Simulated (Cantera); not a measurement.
What does this Cantera script print?

```python
import numpy as np
import cantera as ct

gas = ct.Solution("h2o2.yaml")
gas.TPX = 1023, 2666, {'H2': 1.3, 'O2': 1, 'N2': 3.5}
reactor = ct.IdealGasConstPressureReactor(gas, energy="off", clone=False)
net = ct.ReactorNet([reactor])
net.rtol, net.atol = 1e-08, 1e-18
show = ['H2', 'O2', 'H2O2', 'HO2', 'H', 'H2O']
times = np.geomspace(0.0009, 100, 14)

steps = ct.SolutionArray(gas, extra=["t"])
rows = []
print(f"{'t/s':>10s}{'T/K':>9s}{'P/Pa':>11s}" + "".join(f"{s:>11s}" for s in show))
for t in times:
    while net.time < t:
        t_next = net.step()
        steps.append(gas.state, t=t_next)
    rows.append([np.interp(t, steps.t, y) for y in (steps.T, steps.P, *steps(*show).X.T)])
    print(f"{t:10.3e}{rows[-1][0]:9.1f}{rows[-1][1]:11.4g}" + "".join(f"{x:11.3e}" for x in rows[-1][2:]))
rate = np.gradient(steps.T, steps.t)
print("integrator steps:", len(steps.t))
if steps.T.max() > steps.T[0] + 200:
    print(f"time of steepest temperature rise: {steps.t[rate.argmax()]:.4e} s")
gas.TPX = 1023, 2666, {'H2': 1.3, 'O2': 1, 'N2': 3.5}
gas.equilibrate("TP")
print(f"equilibrium (TP): T = {gas.T:.1f} K  " + "  ".join(f"{s} {gas[s].X[0]:.3e}" for s in show))
```

Result:

```
       t/s      T/K       P/Pa         H2         O2       H2O2        HO2          H        H2O
 9.000e-04   1023.0       2666  2.241e-01  1.724e-01  3.675e-12  1.504e-09  1.450e-08  1.564e-08
 2.200e-03   1023.0       2666  2.241e-01  1.724e-01  1.633e-10  1.106e-07  5.739e-06  6.692e-06
 5.377e-03   1023.0       2666  3.246e-02  9.450e-02  1.446e-07  4.002e-06  9.988e-02  1.435e-01
 1.314e-02   1023.0       2666  1.214e-02  7.626e-02  2.184e-07  4.070e-06  3.244e-02  2.145e-01
 3.212e-02   1023.0       2666  2.984e-03  6.909e-02  3.767e-07  3.732e-06  3.128e-03  2.463e-01
 7.851e-02   1023.0       2666  3.654e-04  6.801e-02  3.792e-07  2.365e-06  1.043e-04  2.518e-01
 1.919e-01   1023.0       2666  4.356e-05  6.795e-02  1.764e-07  6.844e-07  4.158e-06  2.523e-01
 4.690e-01   1023.0       2666  6.772e-06  6.795e-02  6.508e-08  1.480e-07  2.924e-07  2.524e-01
 1.146e+00   1023.0       2666  1.427e-06  6.796e-02  2.412e-08  3.731e-08  3.321e-08  2.524e-01
 2.802e+00   1023.0       2666  3.877e-07  6.796e-02  9.323e-09  1.135e-08  5.280e-09  2.524e-01
 6.848e+00   1023.0       2666  1.246e-07  6.796e-02  3.722e-09  3.922e-09  1.032e-09  2.524e-01
 1.674e+01   1023.0       2666  4.421e-08  6.796e-02  1.513e-09  1.487e-09  2.275e-10  2.524e-01
 4.091e+01   1023.0       2666  1.666e-08  6.796e-02  6.212e-10  6.365e-10  5.397e-11  2.524e-01
 1.000e+02   1023.0       2666  6.558e-09  6.796e-02  2.580e-10  3.525e-10  1.353e-11  2.524e-01
integrator steps: 2322
equilibrium (TP): T = 1023.0 K  H2 1.020e-09  O2 6.796e-02  H2O2 4.035e-11  HO2 3.675e-10  H 8.151e-13  H2O 2.524e-01
```

Model: the H2/O2 subset of GRI-Mech 3.0, which has no nitrogen chemistry, integrated in Cantera. Radical loss at walls, strong at low pressure, is not modelled. The temperature is held fixed by assumption; the heat of reaction is taken as removed at once.
